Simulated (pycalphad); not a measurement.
Effect of Si content in Fe-Si

CALPHAD calculation (pycalphad, COST 507 light-alloy database (1999)), 1 atm. These are 1990s assessments: newer ones move some temperatures and phases. Amounts are mole fractions of atoms. Diffusion is slow at the low end, where real alloys seldom reach equilibrium.

| alloy | liquidus (°C) | first solid | solidus (°C) | phases at 552 °C |
|---|---|---|---|---|
| Fe-10.87Si (at.%) | 1438 | bcc | 1411 | bcc 1.00 |
| Fe-14.5Si (at.%) | ___ | bcc | ___ | ordered bcc (B2) 1.00 |
| Fe-21.75Si (at.%) | 1307 | bcc | 1261 | ordered bcc (B2) 1.00 |
| Fe-43.5Si (at.%) | 1369 | FESI | 1203 | FESI 0.69, ordered bcc (B2) 0.31 |
| Fe-58Si (at.%) | 1359 | FESI | 1204 | FESI 0.52, FESI2_L 0.48 |

Task: Complete the blanks.

Result: 
- Fe-14.5Si (at.%), liquidus (°C): 1398
- Fe-14.5Si (at.%), solidus (°C): 1364

Database names, with the compositions (at.%) that they take in these runs: FESI: Fe 50 Si 50; FESI2_L: Si 67 Fe 33.
